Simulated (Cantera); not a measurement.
A closed system holds: 1 mol Si3N4, 0.22 mol N2O, 110 mol N2, held at 1425 K.

Equilibrium computed with Cantera from the NASA thermochemical tables; the gas is ideal and each condensed phase is pure. Candidate condensed phases: Si, SiO2, Si2N2O, Si3N4; 16 gas species. Mutual solubility and eutectic melting of coexisting phases are not modelled. Rates play no part.

What share of the Si ends up in condensed phases as a function of P (Pa), at 0.100, 0.600, 3.60, 22, 130, 770, 4600, 28000, 170000, 1000000?


| P (Pa) | Si condensed (%) | as |
|---|---|---|
| 0.100 | 86.6 | Si(s) |
| 0.600 | 91.6 | Si(s) |
| 3.60 | 92.6 | Si3N4(s) |
| 22 | 99.2 | Si2N2O(s) + Si3N4(s) |
| 130 | 99.9 | Si2N2O(s) + Si3N4(s) |
| 770 | 100.0 | Si2N2O(s) + Si3N4(s) |
| 4600 | 100.0 | Si2N2O(s) + Si3N4(s) |
| 28000 | 100.0 | Si2N2O(s) + Si3N4(s) |
| 170000 | 100.0 | Si2N2O(s) + Si3N4(s) |
| 1000000 | 100.0 | Si2N2O(s) + Si3N4(s) |
